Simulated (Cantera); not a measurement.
Feed: 1 mol Si, 6.1 mol Br2, a varied amount of H2, at 1698.15 K and 2.40e-5 bar.

These are equilibrium values from Cantera (NASA tables, ideal gas, pure condensed phases), not measurements of a reactor. Candidate condensed phases: Br2, Si; 19 gas species. The tables' values for SiBr, SiBr3 are old estimates; treat these amounts as uncertain. Equilibrium is a limit: real reactors are often held back by kinetics, nucleation or transport.

log p: log10 of the partial pressure in bar; nothing condenses.

```json
[
 {"n(H2) (mol)": "0.24", "log p Br": "-4.68", "log p H2": "-7.08", "log p HBr": "-6.09", "log p SiBr2": "-5.71", "log p H": "-7.38", "log p Si": "-7.23"},
 {"n(H2) (mol)": "0.61", "log p Br": "-4.70", "log p H2": "-6.40", "log p HBr": "-5.78", "log p SiBr2": "-5.72", "log p H": "-7.04", "log p Si": "-7.19"},
 {"n(H2) (mol)": "1.5", "log p Br": "-4.76", "log p H2": "-5.84", "log p HBr": "-5.55", "log p SiBr2": "-5.75", "log p H": "-6.76", "log p Si": "-7.12"},
 {"n(H2) (mol)": "3.9", "log p Br": "-4.86", "log p H2": "-5.35", "log p HBr": "-5.41", "log p SiBr2": "-5.83", "log p H": "-6.51", "log p Si": "-6.99"},
 {"n(H2) (mol)": "10", "log p Br": "…", "log p H2": "…", "log p HBr": "-5.43", "log p SiBr2": "…", "log p H": "…", "log p Si": "…"},
 {"n(H2) (mol)": "26", "log p Br": "…", "log p H2": "…", "log p HBr": "…", "log p SiBr2": "…", "log p H": "-6.24", "log p Si": "-6.67"},
 {"n(H2) (mol)": "65", "log p Br": "-5.64", "log p H2": "-4.71", "log p HBr": "-5.87", "log p SiBr2": "-7.10", "log p H": "-6.20", "log p Si": "-6.70"}
]
```

Task: Complete the blanks.

Result: 
- 26, log p Br: -5.33
- 26, log p H2: -4.81
- 26, log p HBr: -5.60
- 26, log p SiBr2: -6.44
- 10, log p Br: -5.05
- 10, log p H2: -5.01
- 10, log p SiBr2: -6.03
- 10, log p H: -6.34
- 10, log p Si: -6.81
